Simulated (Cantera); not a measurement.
# Silicon carbide growth: SiH₂Cl₂ + CH₄ + H₂ + C₂H₄

A closed system holds: 1 mol SiH₂Cl₂, 2.9 mol CH₄, 240 mol H₂, 0.037 mol C₂H₄, held at 0.00500 bar.

Equilibrium computed with Cantera from the NASA thermochemical tables; the gas is ideal and each condensed phase is pure. Candidate condensed phases: C, C₆H₆, C₇H₈, C₈H₁₈, Si, SiC; 109 gas species. The tables' values for SiCl are old estimates; treat these amounts as uncertain. Gases not in the tables: Si₂H₆ and higher silanes. Equilibrium is a limit: real reactors are often held back by kinetics, nucleation or transport.

```
T (K)  log p H₂  log p H  log p HCl  log p C₂H₂ (acetylene)  log p Si  log p Cl  log p SiC₂  n C(graphite)  n SiC(s)
-----  --------  -------  ---------  ----------------------  --------  --------  ----------  -------------  --------
1375      -2.30    -6.62      -4.39                   -8.05    -11.76     -8.79        <-14           1.97     1.000
1475      -2.30    -6.04      -4.39                   -7.48    -10.42     -8.22      -13.27           1.97     1.000
1575      -2.30    -5.53      -4.39                   -6.98     -9.26     -7.72      -11.75           1.96     0.999
1675      -2.31    -5.09      -4.40                   -6.54     -8.23     -7.29      -10.41           1.95     0.999
1775      -2.31    -4.69      -4.40                   -6.15     -7.33     -6.90       -9.23           1.91     0.996
1875      -2.31    -4.34      -4.40                   -5.81     -6.52     -6.55       -8.17           1.84     0.981
1975      -2.31    -4.02      -4.41                   -5.50     -5.79     -6.24       -7.23           1.75     0.903
2075      -2.32    -3.74      -4.42                   -5.23     -5.14     -5.96       -6.37           1.76     0.557
2175      -2.34    -3.48      -4.43                   -4.99     -4.79     -5.71       -5.85           1.74         0
2275      -2.36    -3.25      -4.46                   -4.78     -4.80     -5.49       -5.69          0.977         0
2375      -2.40    -3.05      -4.50                   -4.62     -4.82     -5.30       -5.59              0         0
2475      -2.45    -2.87      -4.56                   -4.65     -4.83     -5.14       -5.64              0         0
```
log p: log10 of the partial pressure in bar; n: condensed amount in mol.

From 1375 K to 2075 K the condensed part is C(graphite) + SiC(s). From 2175 K to 2275 K the condensed part is C(graphite). From 2375 K to 2475 K nothing is condensed. The main Si-bearing gas is SiCl₂ at 1375 K and Si at 2475 K.
